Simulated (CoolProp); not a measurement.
Vapour-liquid equilibrium of R22 (1) + n-pentane (2) at -18.45 °C; x and y are mole fractions of (1).

Model: multi-fluid Helmholtz-energy mixture model, Kamei 1995 and Thol 2019; pair parameters Bell 2016, in CoolProp.

```tsv
x	bubble pressure, mixture model (MPa)	bubble pressure, Raoult's law (MPa)	y, mixture model	y, Raoult's law
0.05	0.03802	0.02235	0.750	0.582
0.2	0.1072	0.05992	0.920	0.869
0.35	0.1529	0.09749	0.950	0.935
0.5	0.1815	0.1351	0.962	0.964
0.65	0.2020	0.1726	0.970	0.980
0.8	0.2224	0.2102	0.979	0.991
0.95	0.2491	0.2478	0.993	0.998
```

The largest gap from Raoult's law is +78.9 % in bubble pressure, at x = 0.2. No azeotrope shows between x = 0.05 and 0.95.

Pair parameters are fitted to limited data, so mixtures are less certain than the pure fluids. With so large a gap from Raoult's law the liquid may split in two, which this calculation doesn't test in full.
